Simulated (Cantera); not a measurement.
What does this Cantera script print?

```python
import numpy as np
import cantera as ct

gas = ct.Solution("gri30.yaml", transport_model="multicomponent")
show = ['O', 'C2H2', 'CH3']

rows = []
print(f"{'T/K':>7s}{'rho':>11s}{'cp':>10s}{'mu':>11s}{'lambda':>11s}{'Pr':>7s}" + "".join(f"{'D_' + s:>11s}" for s in show))
for T in [400, 550, 700, 850, 1000, 1150]:
    gas.TPX = T, 130, {'CO2': 0.37}
    Pr = gas.cp_mass * gas.viscosity / gas.thermal_conductivity
    D = [gas.mix_diff_coeffs_mole[gas.species_index(s)] for s in show]
    rows.append([gas.density, gas.cp_mass, gas.viscosity, gas.thermal_conductivity, Pr, *D])
    print(f"{T:7g}{gas.density:11.4e}{gas.cp_mass:10.1f}{gas.viscosity:11.4e}"
          f"{gas.thermal_conductivity:11.4e}{Pr:7.3f}" + "".join(f"{d:11.4e}" for d in D))
print("SI units: kg/m3, J/kg/K, Pa s, W/m/K, m2/s")
```

Output:

```
    T/K        rho        cp         mu     lambda     Pr        D_O     D_C2H2      D_CH3
    400 1.7202e-03     937.9 1.9751e-05 2.5287e-02  0.733 3.3162e-02 1.6512e-02 2.3022e-02
    550 1.2511e-03    1046.5 2.5967e-05 3.7069e-02  0.733 5.7936e-02 2.9630e-02 4.0836e-02
    700 9.8300e-04    1126.8 3.1458e-05 4.8364e-02  0.733 8.7670e-02 4.5555e-02 6.2340e-02
    850 8.0953e-04    1186.9 3.6423e-05 5.9027e-02  0.732 1.2191e-01 6.3996e-02 8.7170e-02
   1000 6.8810e-04    1234.3 4.0991e-05 6.9156e-02  0.732 1.6034e-01 8.4747e-02 1.1507e-01
   1150 5.9835e-04    1269.3 4.5250e-05 7.8593e-02  0.731 2.0271e-01 1.0765e-01 1.4584e-01
SI units: kg/m3, J/kg/K, Pa s, W/m/K, m2/s
```

Cantera simulation using GRI-Mech 3.0 (53 species, 325 reactions); the numbers are that mechanism's predictions, not measurements.
